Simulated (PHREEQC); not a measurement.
Synthetic water in mg/kgw, 25 °C, pH 6.31, pe 11:

| constituent | mg/kgw |
|---|---|
| Na | 0.0167 |
| K | 0.000186 |
| Ca | 0.0668 |
| Mg | 0.00118 |
| Cl | 0.0192 |
| S(6) as SO4 | 0.0216 |
| Alkalinity as HCO3 | 0.186 |
| O(0) (dissolved oxygen) | 0.0021 |
| Ni | 8.62e-05 |

Valence states are taken as typed.

All values are PHREEQC results (ion-association model, wateq4f.dat), not measurements.

```
Property                        Value
--------------------  ---------------
ionic strength        6.54e-6 mol/kgw
charge-balance error            1.4 %
```

```
species  molality  activity   log γ
-------  --------  --------  ------
CO2       3.86e-6   3.86e-6   0.000
HCO3-     3.52e-6   3.51e-6  -0.001
Ca+2      1.67e-6   1.65e-6  -0.005
Na+       7.26e-7   7.24e-7  -0.001
Cl-       5.42e-7   5.40e-7  -0.001
H+        4.91e-7   4.90e-7  -0.001
```

No solid was allowed to form.
